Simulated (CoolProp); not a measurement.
Vapour-liquid equilibrium of CH2F2 (R32) (1) + R152A (2) at 0.0297 MPa; x and y are mole fractions of (1).

Computed with CoolProp (multi-fluid Helmholtz-energy mixture model, Tillner-Roth 1997 and Outcalt 1996; pair parameters Bell 2016).

| x | bubble temperature (°C) | y at the bubble point | dew temperature at overall composition x (°C) | liquid density (mol/L) |
|---|---|---|---|---|
| 0.05 | -51.3 | 0.182 | -49.3 | 16.40 |
| 0.2 | -57.5 | 0.521 | -51.6 | 17.44 |
| 0.35 | -62.0 | 0.703 | -54.1 | 18.52 |
| 0.5 | -65.4 | 0.815 | -57.1 | 19.68 |
| 0.65 | -68.1 | 0.890 | -60.5 | 20.94 |
| 0.8 | -70.5 | 0.945 | -64.9 | 22.33 |
| 0.95 | -72.5 | 0.988 | -70.7 | 23.87 |

No azeotrope shows between x = 0.05 and 0.95.

Pair parameters are fitted to limited data, so mixtures are less certain than the pure fluids.
